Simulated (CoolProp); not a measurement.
A single-stage vapour-compression cycle with R1233zd(E): evaporating at 263.15 K (dew point), condensing at 292.15 K (bubble point), superheat 5 K, subcooling 2 K, compressor efficiency 0.75, no pressure losses. Each further row changes one setting.

The numbers come from the reference Helmholtz-energy equation of state, Akasaka 2022 in CoolProp.

```json
[
 {"case": "as stated", "cooling COP": "6.26", "pressure ratio": "3.41", "discharge temperature (K)": "307.9", "refrigerating effect (kJ/kg)": "180", "volumetric capacity (kJ/m³)": "329"},
 {"case": "evaporating temperature 268.15 K", "cooling COP": "7.84", "pressure ratio": "2.70", "discharge temperature (K)": "305.5", "refrigerating effect (kJ/kg)": "183", "volumetric capacity (kJ/m³)": "417"},
 {"case": "condensing temperature 287.15 K", "cooling COP": "7.70", "pressure ratio": "2.82", "discharge temperature (K)": "301.6", "refrigerating effect (kJ/kg)": "186", "volumetric capacity (kJ/m³)": "339"},
 {"case": "subcooling 7 K", "cooling COP": "(withheld)", "pressure ratio": "3.41", "discharge temperature (K)": "307.9", "refrigerating effect (kJ/kg)": "186", "volumetric capacity (kJ/m³)": "339"},
 {"case": "superheat 15 K", "cooling COP": "6.27", "pressure ratio": "3.41", "discharge temperature (K)": "(withheld)", "refrigerating effect (kJ/kg)": "(withheld)", "volumetric capacity (kJ/m³)": "329"},
 {"case": "compressor efficiency 0.65", "cooling COP": "(withheld)", "pressure ratio": "3.41", "discharge temperature (K)": "313.3", "refrigerating effect (kJ/kg)": "180", "volumetric capacity (kJ/m³)": "329"}
]
```

What belongs in the gaps?


- subcooling 7 K, cooling COP: 6.46
- superheat 15 K, discharge temperature (K): 318.2
- superheat 15 K, refrigerating effect (kJ/kg): 187
- compressor efficiency 0.65, cooling COP: 5.42
